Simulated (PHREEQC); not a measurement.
Na2SO4 is added in steps, without added water, to 1 kg of water holding 0.012 mol/kgw Na2SeO4, at 25 °C. Oxygen alone is held at its pressure in air (log pO2 = -0.68). No CO2 enters from the air. Solids allowed: Mirabilite. Others were left out.

Base run: PHREEQC, ion-association model, wateq4f.dat. Each further column changes one thing. The table gives pH.

| Na2SO4 added (mol) | base | all activity coefficients set to 1 | Debye-Hückel limiting law | Davies equation for every ion |
|---|---|---|---|---|
| 0 | 7.05 | 7.09 | 7.04 | 7.05 |
| 0.0048 | 7.07 | 7.14 | 7.06 | 7.08 |
| 0.0072 | 7.08 | 7.17 | 7.07 | 7.09 |
| 0.012 | 7.10 | 7.20 | 7.08 | 7.11 |
| 0.0144 | 7.11 | 7.21 | 7.09 | 7.12 |
| 0.0192 | 7.12 | 7.24 | 7.10 | 7.13 |
| 0.0216 | 7.13 | 7.25 | 7.10 | 7.14 |
| 0.0264 | 7.14 | 7.27 | 7.10 | 7.15 |
| 0.0288 | 7.15 | 7.28 | 7.11 | 7.16 |
| 0.0336 | 7.16 | 7.29 | 7.11 | 7.17 |
| 0.036 | 7.16 | 7.30 | 7.11 | 7.17 |
| 0.0408 | 7.17 | 7.31 | 7.11 | 7.18 |
| 0.0432 | 7.17 | 7.32 | 7.11 | 7.19 |
| 0.048 | 7.18 | 7.33 | 7.11 | 7.20 |
